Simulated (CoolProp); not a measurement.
Properties of R245fa at several states (Tc = 427.0 K, pc = 36.51 bar, ω = 0.378).

Computed with CoolProp (reference Helmholtz-energy equation of state, Akasaka 2015).

```tsv
T (K)	p (bar)	phase	expansivity (1/kK)	Prandtl number
267.9	4.01	liquid	?	7.10
405.9	6.23	gas	?	0.690
375.8	59.2	liquid	?	?
219.9	0.554	liquid	?	?
370.2	0.588	gas	2.794	0.660
```

Fill in the missing entries.


- 267.9, expansivity (1/kK): 1.764
- 405.9, expansivity (1/kK): 3.247
- 375.8, expansivity (1/kK): 3.160
- 375.8, Prandtl number: 3.78
- 219.9, expansivity (1/kK): 1.516
- 219.9, Prandtl number: 12.0

Viscosity comes from a separate model (Bell 2016), an estimate that may be off by 10 % or more. Thermal conductivity comes from a separate model (Huber 2003), an estimate that may be off by 10 % or more.
